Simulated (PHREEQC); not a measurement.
Make-up at 18 °C: 170 mmol/kgw FeSO4, 0.23 mmol/kgw NiCl2, 67 mmol/kgw HCl and 1.2 mmol/kgw Na2SO4. Closed to the air; pH follows from the charge balance.

All values are PHREEQC results (ion-association model, wateq4f.dat), not measurements.

No solid was allowed to form.

Question: Estimate the pH.

Answer: pH 1.75.

Question: In which forms is Na present?

Answer: Na+ 93 %, NaSO4- 7.0 % of the Na.

Complexes and solids missing from the database can't appear.
